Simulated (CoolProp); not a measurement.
Vapour pressure (bar) of methane: the reference equation beside estimates from Tc = 190.6 K, pc = 45.99 bar, ω = 0.011. Clausius-Clapeyron is anchored at 146.5 K with a constant enthalpy of vaporisation of 6.814 kJ/mol.

Values from CoolProp's reference Helmholtz-energy equation of state, Setzmann 1991.

```
T (K)  reference  Clausius-Clapeyron  van der Waals  Peng-Robinson
-----  ---------  ------------------  -------------  -------------
137        5.472               6.001          10.55          5.504
141.7      6.994               7.318          12.46          7.037
146.5      8.844               8.844          14.63          8.902
151.2      10.98               10.52          16.97          11.05
156        13.51               12.43          19.59          13.61
160.7      16.37               14.50          22.40          16.50
165.5      19.72               16.81          25.51          19.88
170.2      23.45               19.27          28.80          23.65
175        27.77               21.99          32.41          27.99
179.7      32.53               24.86          36.21          32.77
184.5      38.01               27.99          40.36          38.22
```

Absolute difference from the reference over all 11 rows, mean and median: Clausius-Clapeyron 12.8 and 11.4 %, van der Waals 41.7 and 36.8 %, Peng-Robinson 0.7 and 0.7 %.
